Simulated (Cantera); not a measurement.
Gas mixture: NO = 0.59 (molar parts), at 300 Torr, frozen composition.

Cantera's kinetic-theory transport with the Lennard-Jones parameters of GRI-Mech 3.0, ideal gas; thermal conductivity in the mixture-averaged form. The composition is frozen, though it would react at the higher temperatures.

D: mixture-averaged diffusion coefficient of that species in the mixture.

```json
[
 {"T (K)": "400", "ρ (kg/m³)": "0.361", "cp (J/kg/K)": "998.6", "μ (µPa s)": "23.1", "λ (mW/m/K)": "32.4", "Pr": "0.712", "D (cm²/s) NH3": "0.956", "D (cm²/s) H": "5.15", "D (cm²/s) OH": "?"},
 {"T (K)": "550", "ρ (kg/m³)": "0.262", "cp (J/kg/K)": "1028", "μ (µPa s)": "28.9", "λ (mW/m/K)": "42.0", "Pr": "0.707", "D (cm²/s) NH3": "1.72", "D (cm²/s) H": "8.93", "D (cm²/s) OH": "?"},
 {"T (K)": "700", "ρ (kg/m³)": "0.206", "cp (J/kg/K)": "1067", "μ (µPa s)": "34.0", "λ (mW/m/K)": "51.3", "Pr": "0.707", "D (cm²/s) NH3": "2.64", "D (cm²/s) H": "13.5", "D (cm²/s) OH": "?"},
 {"T (K)": "850", "ρ (kg/m³)": "0.170", "cp (J/kg/K)": "1104", "μ (µPa s)": "38.6", "λ (mW/m/K)": "60.2", "Pr": "0.708", "D (cm²/s) NH3": "3.71", "D (cm²/s) H": "18.7", "D (cm²/s) OH": "?"},
 {"T (K)": "1000", "ρ (kg/m³)": "0.144", "cp (J/kg/K)": "1133", "μ (µPa s)": "42.9", "λ (mW/m/K)": "68.6", "Pr": "0.709", "D (cm²/s) NH3": "4.92", "D (cm²/s) H": "24.5", "D (cm²/s) OH": "?"},
 {"T (K)": "1150", "ρ (kg/m³)": "0.126", "cp (J/kg/K)": "1153", "μ (µPa s)": "47.0", "λ (mW/m/K)": "76.7", "Pr": "0.707", "D (cm²/s) NH3": "6.24", "D (cm²/s) H": "31.0", "D (cm²/s) OH": "?"}
]
```

Problem. Complete the blanks.

Solution. 
- 400, D (cm²/s) OH: 1.31
- 550, D (cm²/s) OH: 2.25
- 700, D (cm²/s) OH: 3.38
- 850, D (cm²/s) OH: 4.67
- 1000, D (cm²/s) OH: 6.13
- 1150, D (cm²/s) OH: 7.73
